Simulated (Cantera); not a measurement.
Cantera run, input and output.

```python
import numpy as np
import cantera as ct

gas = ct.Solution("gri30.yaml")
gas.TPX = 1200, 500000, {'CH4': 1, 'O2': 4.17, 'N2': 50}
reactor = ct.IdealGasConstPressureReactor(gas, energy="on", clone=False)
net = ct.ReactorNet([reactor])
net.rtol, net.atol = 1e-08, 1e-16
show = ['CH4', 'O2', 'HO2', 'CO2', 'HCN', 'C2H6']
times = np.geomspace(2e-06, 7, 16)

steps = ct.SolutionArray(gas, extra=["t"])
rows = []
print(f"{'t/s':>10s}{'T/K':>9s}{'P/Pa':>11s}" + "".join(f"{s:>11s}" for s in show))
for t in times:
    while net.time < t:
        t_next = net.step()
        steps.append(gas.state, t=t_next)
    rows.append([np.interp(t, steps.t, y) for y in (steps.T, steps.P, *steps(*show).X.T)])
    print(f"{t:10.3e}{rows[-1][0]:9.1f}{rows[-1][1]:11.4g}" + "".join(f"{x:11.3e}" for x in rows[-1][2:]))
rate = np.gradient(steps.T, steps.t)
print("integrator steps:", len(steps.t))
if steps.T.max() > steps.T[0] + 200:
    print(f"time of steepest temperature rise: {steps.t[rate.argmax()]:.4e} s")
gas.TPX = 1200, 500000, {'CH4': 1, 'O2': 4.17, 'N2': 50}
gas.equilibrate("HP")
print(f"equilibrium (HP): T = {gas.T:.1f} K  " + "  ".join(f"{s} {gas[s].X[0]:.3e}" for s in show))
```

It prints:

```
       t/s      T/K       P/Pa        CH4         O2        HO2        CO2        HCN       C2H6
 2.000e-06   1200.0      5e+05  1.813e-02  7.558e-02  6.316e-10  4.078e-19  9.069e-26  1.091e-16
 5.461e-06   1200.0      5e+05  1.813e-02  7.558e-02  1.725e-09  7.002e-18  6.830e-25  2.250e-15
 1.491e-05   1200.0      5e+05  1.813e-02  7.558e-02  4.697e-09  1.104e-16  5.158e-24  4.686e-14
 4.072e-05   1200.0      5e+05  1.813e-02  7.558e-02  1.272e-08  2.095e-15  3.938e-23  9.991e-13
 1.112e-04   1200.0      5e+05  1.813e-02  7.558e-02  3.397e-08  4.869e-14  3.127e-22  2.303e-11
 3.037e-04   1200.0      5e+05  1.813e-02  7.558e-02  8.709e-08  1.450e-12  2.802e-21  6.626e-10
 8.292e-04   1200.0      5e+05  1.812e-02  7.558e-02  1.948e-07  6.792e-11  3.521e-20  3.093e-08
 2.264e-03   1200.0      5e+05  1.811e-02  7.558e-02  3.121e-07  2.992e-09  6.814e-19  1.335e-06
 6.183e-03   1200.4      5e+05  1.806e-02  7.554e-02  7.235e-07  3.516e-08  7.708e-18  1.253e-05
 1.688e-02   1204.9      5e+05  1.733e-02  7.499e-02  4.819e-06  1.875e-06  1.122e-15  1.431e-04
 4.610e-02   1610.9      5e+05  1.115e-19  3.932e-02  1.039e-07  1.812e-02  1.333e-14  1.824e-35
 1.259e-01   1610.9      5e+05  7.432e-20  3.932e-02  1.039e-07  1.812e-02  1.251e-15  8.110e-36
 3.438e-01   1610.9      5e+05  2.471e-20  3.932e-02  1.039e-07  1.812e-02  8.686e-17  9.075e-37
 9.388e-01   1610.9      5e+05  1.163e-21  3.932e-02  1.039e-07  1.812e-02  5.105e-18 -2.450e-38
 2.563e+00   1610.9      5e+05  2.096e-23  3.932e-02  1.039e-07  1.812e-02  6.560e-19  2.874e-38
 7.000e+00   1610.9      5e+05 -4.777e-24  3.932e-02  1.039e-07  1.812e-02  5.277e-19 -2.354e-38
integrator steps: 1892
time of steepest temperature rise: 2.1306e-02 s
equilibrium (HP): T = 1608.5 K  CH4 1.812e-28  O2 3.885e-02  HO2 1.015e-07  CO2 1.812e-02  HCN 1.386e-19  C2H6 2.735e-52
```

Computed with Cantera and GRI-Mech 3.0 (53 species, 325 reactions).
